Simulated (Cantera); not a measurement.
A freely propagating, adiabatic, planar premixed flame of 23.4 % H2, 14.5 % O2, 57.9 % N2, 4.22 % H2O, equivalence ratio 0.81, unburnt at 550 K and 1000000 Pa; mixture-averaged transport, grid criteria slope 0.08 and curve 0.16, no radiation.

Model: the H2/O2 subset of GRI-Mech 3.0, which has no nitrogen chemistry, integrated in Cantera. The hydrogen kinetics of GRI-Mech 3.0 are dated; newer H2 mechanisms differ, most at raised pressure. Burning velocities carry a grid error of a few per cent, more on coarse grids.

Problem. Predict: laminar burning velocity; thermal thickness; peak x(H2O2); peak x(OH); peak x(H).

Solution. 
```
Quantity                     Result
------------------------  ---------
laminar burning velocity   181 cm/s
thermal thickness         0.0320 mm
peak x(H2O2)               0.000311
peak x(OH)                  0.00870
peak x(H)                   0.00445
```
